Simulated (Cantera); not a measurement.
Input: 1 mol SiHCl3, a varied amount of HCl, 120 mol N2, held at 1673 K and 195 Torr.

Equilibrium computed with Cantera from the NASA thermochemical tables; the gas is ideal and each condensed phase is pure. Candidate condensed phases: NH4Cl, Si, Si3N4; 28 gas species. Kinetics and transport are ignored.

Problem. Which condensed phases are stable at each of these points (n(HCl) (mol)): 0.019, 0.029, 0.045, 0.069, 0.1, 0.16, 0.24, 0.37, 0.57, 0.87?

Solution. 
```csv
n(HCl) (mol),condensed phases,Si condensed (%)
0.019,Si3N4(s),1.1
0.029,Si3N4(s),0.9
0.045,Si3N4(s),0.8
0.069,Si3N4(s),0.5
0.1,Si3N4(s),0.1
0.16,gas only,0.0
0.24,gas only,0.0
0.37,gas only,0.0
0.57,gas only,0.0
0.87,gas only,0.0
```

From 0.019 mol HCl to 0.1 mol HCl the condensed part is Si3N4(s). From 0.16 mol HCl to 0.87 mol HCl nothing is condensed.
